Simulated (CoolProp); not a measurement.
Model: reference Helmholtz-energy equation of state, Span 2000, in CoolProp.

Give the vapour pressure (MPa), liquid density (kg/m³), liquid conductivity (mW/(m K)) of saturated nitrogen at 112.6, 114.6 K.


```tsv
T (K)	p (MPa)	liquid density (kg/m³)	liquid conductivity (mW/(m K))
112.6	1.70	600	75.3
114.6	1.90	582	71.4
```

Thermal conductivity comes from a separate model (Lemmon 2004).
